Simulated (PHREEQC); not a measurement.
A PHREEQC speciation (ion-association model, phreeqc.dat) at 25 °C gives pH 2.98 and these molalities:

```tsv
species	mol/kgw
H+	0.00111
SO4-2	0.000902
FeSO4+	0.000205
FeOH+2	0.000195
HSO4-	7.65e-5
Fe(OH)2+	5.16e-5
Fe+3	4.12e-5
Fe(SO4)2-	3.18e-6
Fe2(OH)2+4	1.68e-6
FeHSO4+2	6.88e-7
AlSO4+	5.11e-7
Al+3	3.55e-7
Fe3(OH)4+5	2.96e-8
Al(SO4)2-	1.14e-8
Fe(OH)3	6.00e-9
AlOH+2	2.59e-9
AlHSO4+2	5.68e-11
```

What are the element totals, and what could have been dissolved in 1 kg of water to give them?

One answer among several that fit: totals Al 8.80e-7, Fe(3) 0.000500, S(6) 0.00119 mol/kgw, from 0.44 mmol/kgw H2SO4, 0.00044 mmol/kgw Al2(SO4)3 and 0.25 mmol/kgw Fe2(SO4)3.

This is a speciation only: nothing precipitates in the calculation. The solution is supersaturated, for example in Hematite (slow to form), Goethite (slow to form), so a real one may precipitate; this is no full list.
